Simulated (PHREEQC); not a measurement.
Dissolve 0.082 mol K2CO3 and 4.5e-05 mol H3BO3 per kg of water at 25 °C. Closed to the air; pH follows from the charge balance.

Model: ion-association model, phreeqc.dat, run in PHREEQC.

Precipitation was switched off in this run.

### Question
Estimate the pH, specific conductance.

### Answer
pH 11.33; specific conductance 16700 µS/cm.

### Question
In which forms is C present?

### Answer
CO3-2 96 %, HCO3- 3.8 % of the C.
